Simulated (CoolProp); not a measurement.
Vapour-liquid equilibrium of n-hexane (1) + n-decane (2) at 0.39 bar; x and y are mole fractions of (1).

Model: multi-fluid Helmholtz-energy mixture model, Thol 2019 and Lemmon 2006; pair parameters Kunz 2012, in CoolProp.

```csv
x,bubble temperature (K),y at the bubble point,dew temperature at overall composition x (K),liquid density (mol/L)
0.05,395.7,0.454,411.6,4.631
0.15,371.2,0.801,408.3,4.933
0.25,355.8,0.908,404.6,5.200
0.35,345.2,0.951,400.5,5.457
0.45,337.4,0.972,395.9,5.717
0.55,331.2,0.983,390.6,5.986
0.65,326.3,0.990,384.3,6.269
0.75,322.2,0.994,376.3,6.570
0.85,318.7,0.997,365.3,6.893
0.95,315.7,0.999,345.6,7.241
```

No azeotrope shows between x = 0.05 and 0.95.

Pair parameters are fitted to limited data, so mixtures are less certain than the pure fluids.
